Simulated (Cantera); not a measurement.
An isothermal, constant-pressure homogeneous reactor starts with CH₃OH : O₂ : N₂ = 0.004 : 0.036 : 1 (molar parts), equivalence ratio 0.17, at 1275 K and 9000 Torr.

Cantera simulation using GRI-Mech 3.0 (53 species, 325 reactions); the numbers are that mechanism's predictions, not measurements. GRI-Mech 3.0 was tuned for natural gas; its chemistry of methanol as a main component is partial and can be far from experiment. The pressure lies above the range GRI-Mech 3.0 was tuned for (to about 10 atm).

Task: Predict: x(O₂) at 6.00 s; x(NO) at 6.00 s.

Result: 
```
Item                                                Value
---------------  ----------------------------------------
x(O₂) at 6.00 s     0.0288 (gas-phase equilibrium 0.0287)
x(NO) at 6.00 s  2.77e-8 (gas-phase equilibrium 0.000138)
```
